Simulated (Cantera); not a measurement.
Gas mixture: 100 % N2, at 3.60 bar, frozen composition.

Cantera's kinetic-theory transport with the Lennard-Jones parameters of GRI-Mech 3.0, ideal gas; thermal conductivity in the mixture-averaged form.

One state of this run: ρ (kg/m³) = 0.564; cp (J/kg/K) = 1293; μ (µPa s) = 68.2; λ (mW/m/K) = 125; Pr = 0.704; D (cm²/s) CO2 = 1.32; D (cm²/s) N2 = 0.000; D (cm²/s) H = 9.75. D: mixture-averaged diffusion coefficient of that species in the mixture.

Q: Which value of T (K) does it belong to?
(A) 2150
(B) 400
(C) 1900
(D) 1400

A: A, 2150
